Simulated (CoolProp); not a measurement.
Vapour-liquid equilibrium of fluoroethane (R161) (1) + R134a (2) at -79.35 °C; x and y are mole fractions of (1).

Model: multi-fluid Helmholtz-energy mixture model, Wu 2012 and Tillner-Roth 1994; pair parameters Bell 2016, in CoolProp.

Question: Give the bubble pressure and the first vapour's composition at x = 0.35, 0.8, 0.95. Is there an azeotrope?

Answer: x = 0.35: 0.005439 MPa, y = 0.544; x = 0.8: 0.007926 MPa, y = 0.912; x = 0.95: 0.008819 MPa, y = 0.981. No azeotrope shows between x = 0.05 and 0.95.

The pair parameters rest on a limited set of measurements; away from them the model extrapolates.
